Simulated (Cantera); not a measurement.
Feed: 1 mol FeS₂, 0.058 mol H₂S, 1.5 mol N₂, equilibrated at 1200 K and 3980 Torr.

Cantera equilibrium calculation (NASA polynomials, part measured and part estimated; ideal gas, pure solids and liquids). Candidate condensed phases: Fe, FeS, FeS₂, S; 16 gas species. FeS: taken at fixed stoichiometry. Gases not in the tables: S₃ to S₇. The numbers say what is thermodynamically allowed, not how fast it happens.

Base state: N₂ 0.728, S₂ 0.243, H₂S 0.0271, H₂ 0.00107, SH 5.89e-5 (mole fractions); condensed: FeS(s).

Task: What changes in the equilibrium state with this change: FeS₂ replaced by FeS?

Result: 
| species | before | after |
|---|---|---|
| N₂ | 0.728 | 0.959 |
| H₂S | 0.0271 | 0.0285 |
| H₂ | 0.00107 | 0.00852 |
| S₂ | 0.243 | 0.00426 |
| SH | 5.89e-5 | 2.20e-5 |
| FeS(s), mol | 1.00 | 1.00 |
